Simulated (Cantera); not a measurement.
**Sublimation and decomposition of ceramics: MgO + C + H₂**

Charge: 1 mol MgO, 0.088 mol C, 0.17 mol H₂, equilibrated at 0.390 bar.

Cantera equilibrium calculation (NASA polynomials, part measured and part estimated; ideal gas, pure solids and liquids). Candidate condensed phases: C, C₆H₆, C₇H₈, C₈H₁₈, H₂O, Mg, MgCO₃, MgO, Mg(OH)₂; 116 gas species. The tables' values for MgH are old estimates; treat these amounts as uncertain. Equilibrium is a limit: real reactors are often held back by kinetics, nucleation or transport.

```tsv
T (K)	x H₂	x Mg	x CO	x H₂O	x H	x CO₂	x MgOH	x MgH	n C(graphite)	n MgO(s)
1625	0.973	0.0131	0.0132	3.75e-6	0.000111	1.64e-8	4.66e-8	9.47e-5	0.0856	0.998
1725	0.900	0.0491	0.0495	7.31e-6	0.000282	1.14e-7	2.72e-7	0.000372	0.0786	0.991
1825	0.680	0.159	0.160	1.07e-5	0.000581	6.40e-7	1.17e-6	0.00113	0.0480	0.960
1925	0.490	0.253	0.254	2.48e-5	0.00107	2.99e-6	4.13e-6	0.00164	0	0.912
2025	0.489	0.253	0.254	0.000107	0.00216	1.19e-5	1.49e-5	0.00174	0	0.912
2125	0.487	0.253	0.254	0.000403	0.00406	4.17e-5	4.73e-5	0.00184	0	0.912
2225	0.483	0.253	0.253	0.00133	0.00721	0.000130	0.000135	0.00193	0	0.911
2325	0.476	0.254	0.252	0.00388	0.0121	0.000361	0.000347	0.00202	0	0.910
2425	0.460	0.258	0.248	0.0100	0.0194	0.000906	0.000819	0.00211	0	0.908
2525	0.432	0.267	0.242	0.0228	0.0295	0.00204	0.00177	0.00220	0	0.902
2625	0.386	0.284	0.232	0.0447	0.0422	0.00410	0.00350	0.00229	0	0.892
```
x: gas mole fraction; n: condensed amount in mol.

From 1625 K to 1825 K the condensed part is C(graphite) + MgO(s). From 1925 K to 2625 K the condensed part is MgO(s). The main Mg-bearing gas is Mg throughout. The share of Mg in condensed phases is highest at 1625 K (99.8 %) and lowest at 2625 K (89.2 %).
